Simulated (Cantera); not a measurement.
Charge: 1 mol SiH₂Cl₂, 0.41 mol NO, 20 mol H₂, held at 1623.15 K and 7.50 Torr.

Equilibrium computed with Cantera from the NASA thermochemical tables; the gas is ideal and each condensed phase is pure. Candidate condensed phases: H₂O, NH₄Cl, Si, SiO₂, Si₂N₂O, Si₃N₄; 47 gas species. Mutual solubility and eutectic melting of coexisting phases are not modelled. The tables' values for SiCl₃, SiCl are old estimates; treat these amounts as uncertain. Equilibrium is a limit: real reactors are often held back by kinetics, nucleation or transport.

Base state: H₂ 0.906, HCl 0.0605, SiCl₂ 0.0141, SiO 0.0136, N₂ 0.00446, H 0.000659, SiCl₃ 0.000108, Cl 3.47e-5 (mole fractions); condensed: Si(s) + Si₂N₂O(s).

Question: What changes in the equilibrium state with this change: NO from 0.41 to 6 mol?

Answer: 
```
species                before    after
-------------------  --------  -------
H₂                      0.906    0.640
H₂O                   3.36e-7    0.160
N₂                    0.00446    0.120
SiCl₂                  0.0141    <1e-9
SiO                    0.0136  1.83e-5
HCl                    0.0605   0.0799
SiCl₃                0.000108    <1e-9
SiCl                  2.76e-5    <1e-9
Si(s), mol              0.164        0
Si₂N₂O(s), mol          0.105        0
SiO₂(β-quartz), mol         0    1.000
```
The tables hold silica as quartz up to 1696 K and as liquid above; real silica turns to tridymite and cristobalite and melts near 1996 K.

Question: What changes in the equilibrium state with this change: NO from 0.41 to 27 mol?

Answer: 
```json
[
 {"species": "H₂O", "before": "3.36e-7", "after": "0.526"},
 {"species": "N₂", "before": "0.00446", "after": "0.355"},
 {"species": "O₂", "before": "<1e-9", "after": "0.0646"},
 {"species": "H₂", "before": "0.906", "after": "0.000180"},
 {"species": "SiCl₂", "before": "0.0141", "after": "<1e-9"},
 {"species": "SiO", "before": "0.0136", "after": "1.56e-9"},
 {"species": "HCl", "before": "0.0605", "after": "0.0505"},
 {"species": "OH", "before": "<1e-9", "after": "0.00114"},
 {"species": "NO", "before": "<1e-9", "after": "0.000794"},
 {"species": "SiCl₃", "before": "0.000108", "after": "<1e-9"},
 {"species": "O", "before": "<1e-9", "after": "4.84e-5"},
 {"species": "SiCl", "before": "2.76e-5", "after": "<1e-9"},
 {"species": "Si(s), mol", "before": "0.164", "after": "0"},
 {"species": "Si₂N₂O(s), mol", "before": "0.105", "after": "0"},
 {"species": "SiO₂(β-quartz), mol", "before": "0", "after": "1.00"}
]
```
The tables hold silica as quartz up to 1696 K and as liquid above; real silica turns to tridymite and cristobalite and melts near 1996 K.
